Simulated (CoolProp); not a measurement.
Vapour-liquid equilibrium of isobutene (1) + acetone (2) at 377.5 K; x and y are mole fractions of (1).

Computed with CoolProp (multi-fluid Helmholtz-energy mixture model, Lemmon 2005 and Lemmon 2006; pair parameters Bell 2016).

| x | bubble pressure (MPa) | y at the bubble point | dew pressure at overall composition x (MPa) | liquid density (mol/L) |
|---|---|---|---|---|
| 0.05 | 0.5552 | 0.260 | 0.4372 | 11.65 |
| 0.2 | 0.9226 | 0.582 | 0.5161 | 11.06 |
| 0.35 | 1.205 | 0.705 | 0.6267 | 10.48 |
| 0.5 | 1.421 | 0.776 | 0.7929 | 9.900 |
| 0.65 | 1.600 | 0.832 | 1.064 | 9.341 |
| 0.8 | 1.768 | 0.891 | 1.499 | 8.821 |
| 0.95 | 1.935 | 0.968 | 1.902 | 8.372 |

No azeotrope shows between x = 0.05 and 0.95.

Pair parameters are fitted to limited data, so mixtures are less certain than the pure fluids.
